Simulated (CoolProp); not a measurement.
Dodecamethylpentasiloxane (MD3M) at 421.43 K and 0.277 MPa is throttled through a valve to 0.114 MPa with no heat exchange. Each further row changes one setting.

The numbers come from the reference Helmholtz-energy equation of state, Thol 2019 in CoolProp.

```
case                        temperature change (K)
--------------------------  ----------------------
as stated                                     +0.0
outlet pressure 0.0342 MPa                    +0.1
outlet pressure 0.148 MPa                     +0.0
```
